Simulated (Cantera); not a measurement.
Input: 1 mol Ta(OEt)5, 2.4 mol O2, 420 mol H2, equilibrated at 2398 K and 1.33 mbar.

Equilibrium computed with Cantera from the NASA thermochemical tables; the gas is ideal and each condensed phase is pure. Candidate condensed phases: C, C6H6, C7H8, C8H18, H2O, Ta, TaC, Ta2O5; 113 gas species. The feed counts by its element totals alone. Mutual solubility and eutectic melting of coexisting phases are not modelled. TaC: taken at fixed stoichiometry. Condensed phases not in the tables: Ta2C, N, O or C dissolved in the metal. The numbers say what is thermodynamically allowed, not how fast it happens.

**Question.** What is the equilibrium state?

**Answer.** 
| Quantity | Result |
|---|---|
| x(H2) | 0.637 |
| x(H) | 0.344 |
| x(CO) | 0.0183 |
| x(TaO) | 5.26e-6 |
| n(Ta(s)) | 0.794 mol |
| n(TaC(s)) | 0.203 mol |
| gas amount | 534.3 mol |
| log10 activity of C(graphite) (absent) | -3.06 |
| log10 activity of Ta2O5(l) (absent) | -19.24 |
